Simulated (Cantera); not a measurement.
## Thermodynamics of silicon oxide and oxynitride deposition, feed SiCl4 + N2O

Feed: 1 mol SiCl4, a varied amount of N2O, at 1498.15 K and 94.0 Pa.

These are equilibrium values from Cantera (NASA tables, ideal gas, pure condensed phases), not measurements of a reactor. Candidate condensed phases: Si, SiO2, Si2N2O, Si3N4; 23 gas species. The tables' values for SiCl3 are old estimates; treat these amounts as uncertain. The tables hold silica as quartz up to 1696 K and as liquid above; real silica turns to tridymite and cristobalite and melts near 1996 K. Kinetics and transport are ignored.

```csv
n(N2O) (mol),x N2,x Cl,x SiCl4,x O2,x Cl2,x SiCl3,x NO,x ClO,n SiO2(β-quartz)
0.53,0.237,0.390,0.328,3.93e-9,0.0430,0.00154,9.10e-8,1.85e-8,0.265
1,0.304,0.479,0.151,1.93e-8,0.0648,0.000580,2.28e-7,5.03e-8,0.500
1.9,0.358,0.548,0.00940,5.30e-7,0.0847,3.15e-5,1.30e-6,3.01e-7,0.950
3.6,0.448,0.405,1.51e-8,0.0993,0.0464,6.83e-11,0.000629,9.65e-5,1.00
6.9,0.527,0.266,1.48e-9,0.187,0.0199,1.02e-11,0.000935,8.67e-5,1.00
13,0.582,0.164,1.63e-10,0.246,0.00759,1.82e-12,0.00113,6.14e-5,1.00
25,0.618,0.0940,1.52e-11,0.284,0.00249,<1e-12,0.00125,3.78e-5,1.00
48,0.640,0.0518,1.31e-12,0.306,0.000759,<1e-12,0.00132,2.17e-5,1.00
```
x: gas mole fraction; n: condensed amount in mol.

From 0.53 mol N2O to 48 mol N2O the condensed part is SiO2(β-quartz).
